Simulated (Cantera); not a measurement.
Adiabatic ignition

An adiabatic, constant-volume homogeneous reactor starts with CO : H2 : CH4 : O2 : N2 : CO2 = 1 : 0.058 : 0.2 : 1.09 : 4.11 : 1.4 (molar parts), at 1125 K and 1.01 bar.

Detailed kinetics in Cantera: GRI-Mech 3.0 (53 species, 325 reactions).

| t (s) | T (K) | P (bar) | x CO | x H2 | x CH4 | x CH2CO | x NO | x H2O |
|---|---|---|---|---|---|---|---|---|
| 9.00e-6 | 1125 | 1.01 | 0.127 | 0.00738 | 0.0255 | <1e-12 | <1e-12 | 9.80e-10 |
| 1.84e-5 | 1125 | 1.01 | 0.127 | 0.00738 | 0.0255 | <1e-12 | <1e-12 | 3.50e-9 |
| 3.76e-5 | 1125 | 1.01 | 0.127 | 0.00738 | 0.0255 | <1e-12 | <1e-12 | 1.06e-8 |
| 7.69e-5 | 1125 | 1.01 | 0.127 | 0.00738 | 0.0255 | <1e-12 | <1e-12 | 2.94e-8 |
| 0.000157 | 1125 | 1.01 | 0.127 | 0.00738 | 0.0255 | <1e-12 | <1e-12 | 8.62e-8 |
| 0.000321 | 1125 | 1.01 | 0.127 | 0.00738 | 0.0255 | 3.83e-12 | <1e-12 | 3.13e-7 |
| 0.000656 | 1125 | 1.01 | 0.127 | 0.00738 | 0.0254 | 3.54e-11 | <1e-12 | 1.84e-6 |
| 0.00134 | 1125 | 1.01 | 0.127 | 0.00737 | 0.0254 | 2.12e-9 | <1e-12 | 3.28e-5 |
| 0.00274 | 1133 | 1.02 | 0.127 | 0.00738 | 0.0246 | 4.56e-7 | 1.17e-12 | 0.000698 |
| 0.00561 | 2483 | 2.13 | 0.0375 | 0.00112 | <1e-12 | <1e-12 | 0.000633 | 0.0569 |
| 0.0115 | 2481 | 2.13 | 0.0371 | 0.00111 | <1e-12 | <1e-12 | 0.00334 | 0.0570 |
| 0.0234 | 2477 | 2.13 | 0.0370 | 0.00111 | <1e-12 | <1e-12 | 0.00613 | 0.0571 |
| 0.0479 | 2475 | 2.12 | 0.0369 | 0.00111 | <1e-12 | <1e-12 | 0.00734 | 0.0571 |
| 0.0978 | 2474 | 2.12 | 0.0369 | 0.00111 | <1e-12 | <1e-12 | 0.00746 | 0.0571 |
| 0.200 | 2474 | 2.12 | 0.0369 | 0.00111 | <1e-12 | <1e-12 | 0.00746 | 0.0571 |
x: mole fraction; the columns are a selection and need not sum to one.

```json
{
 "time_of_steepest_temperature_rise": "4.31 ms",
 "temperature at 0.200 s": "2474 K",
 "equilibrium_temperature": "2474 K",
 "x(CO) at 0.200 s": "0.0369 (gas-phase equilibrium 0.0369)",
 "x(H2) at 0.200 s": "0.00111 (gas-phase equilibrium 0.00111)",
 "x(CH4) at 0.200 s": "<1e-12 (gas-phase equilibrium <1e-12)"
}
```
